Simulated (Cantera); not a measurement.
**Ignition delay**

Mixture: CH₄ : O₂ : N₂ : H₂O = 1 : 1 : 3.76 : 0.94 (molar parts), at 1.00 bar, adiabatic and at constant pressure. Ignition delay is the time to a rise of 400 K.

Model: GRI-Mech 3.0 (53 species, 325 reactions), integrated in Cantera.

```
T0 (K)  delay (ms)
------  ----------
1200          95.8
1275          35.5
1350          13.7
1425          5.48
1500          2.29
1575          1.01
1650         0.484
1725         0.251
1800         0.142
1875        0.0860
```

apparent activation energy between 1725 and 1875 K: 190 kJ/mol
